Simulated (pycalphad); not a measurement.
## Effect of Si content in Sn-Si

CALPHAD calculation (pycalphad, COST 507 light-alloy database (1999)), 1 atm. The data set is of 1999 and partly superseded. Phase fractions are per mole of atoms.

Task: One of these alloys has its liquidus at 1237 K, its solidus at 505 K, and holds LIQUID 0.98, DIAMOND_A4 0.02 at 680 K. Which?
A. Sn-4.78Si (at.%)
B. Sn-7.17Si (at.%)
C. Sn-2.39Si (at.%)

Result: C, Sn-2.39Si (at.%). The others: Sn-4.78Si (at.%), liquidus 1336, solidus 505; Sn-7.17Si (at.%), liquidus 1394, solidus 505

DIAMOND_A4 is diamond (Si).
